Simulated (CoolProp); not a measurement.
Vapour-liquid equilibrium of isopentane (1) + R365MFC (2) at 0.377 MPa; x and y are mole fractions of (1).

Model: multi-fluid Helmholtz-energy mixture model, Lemmon 2006 and Lemmon 2016; pair parameters Bell 2016, in CoolProp.

Task: Give the bubble temperature and the first vapour's composition at x = 0.35, 0.5, 0.65. Is there an azeotrope?

Result: x = 0.35: 66.6 °C, y = 0.510; x = 0.5: 65.1 °C, y = 0.582; x = 0.65: 64.7 °C, y = 0.643. y crosses x between x = 0.5 and 0.65: the model has an azeotrope there.

The pair parameters rest on a limited set of measurements; away from them the model extrapolates.
